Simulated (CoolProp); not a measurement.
Vapour-liquid equilibrium of ethane (1) + C2F6 (R116) (2) at 263.1 K; x and y are mole fractions of (1).

Model: multi-fluid Helmholtz-energy mixture model, Bücker 2006 and Lemmon 2006; pair parameters Bell 2016, in CoolProp.

| x | bubble pressure (kPa) | y at the bubble point | dew pressure at overall composition x (kPa) | liquid density (mol/L) |
|---|---|---|---|---|
| 0.05 | 1513 | 0.094 | 1459 | 8.944 |
| 0.125 | [?] | 0.213 | 1553 | [?] |
| 0.2 | 1821 | 0.310 | 1655 | 9.211 |
| 0.275 | 1946 | [?] | 1766 | 9.364 |
| 0.35 | 2049 | 0.456 | 1884 | 9.544 |
| 0.425 | 2127 | 0.512 | 2002 | [?] |
| 0.5 | 2183 | 0.563 | 2111 | 10.04 |
| 0.575 | 2218 | 0.609 | [?] | 10.39 |
| 0.65 | 2231 | 0.654 | 2231 | 10.82 |
| 0.725 | 2222 | 0.700 | 2209 | 11.35 |
| 0.8 | 2188 | 0.752 | 2138 | 11.97 |
| 0.875 | 2116 | 0.818 | 2039 | 12.69 |
| 0.95 | 1988 | 0.910 | 1930 | 13.48 |

### Question
Some entries are withheld; supply them.

### Answer

- 0.125, bubble pressure (kPa): 1675
- 0.125, liquid density (mol/L): 9.073
- 0.275, y at the bubble point: 0.390
- 0.425, liquid density (mol/L): 9.764
- 0.575, dew pressure at overall composition x (kPa): 2194

y crosses x between x = 0.65 and 0.725: the model has an azeotrope there.

Pair parameters are fitted to limited data, so mixtures are less certain than the pure fluids.
